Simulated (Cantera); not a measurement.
Charge: 1 mol BF3, 1.1 mol NH3, 0.7 mol N2, at 1077 °C and 0.00150 bar.

Method: chemical equilibrium by Gibbs-energy minimisation in Cantera with the NASA 1993 tables (ideal gas, pure condensed phases). Candidate condensed phases: B, BN; 31 gas species. The tables' values for BF2 are old estimates; treat these amounts as uncertain. Equilibrium is a limit: real reactors are often held back by kinetics, nucleation or transport.

Base state: H2 0.408, N2 0.316, BF3 0.246, HF 0.0279, BHF2 0.000928, BF2 0.000702, H 3.93e-5, BF 1.03e-5 (mole fractions); condensed: BN(s).

Question: What changes in the equilibrium state with this change: temperature from 1077 °C to 1252 °C?

Answer: 
| species | before | after |
|---|---|---|
| H2 | 0.408 | 0.402 |
| N2 | 0.316 | 0.315 |
| BF3 | 0.246 | 0.236 |
| BF2 | 0.000702 | 0.00854 |
| HF | 0.0279 | 0.0340 |
| BF | 1.03e-5 | 0.000775 |
| H | 3.93e-5 | 0.000387 |
| BHF2 | 0.000928 | 0.00251 |
| BN(s), mol | 0.0341 | 0.0280 |
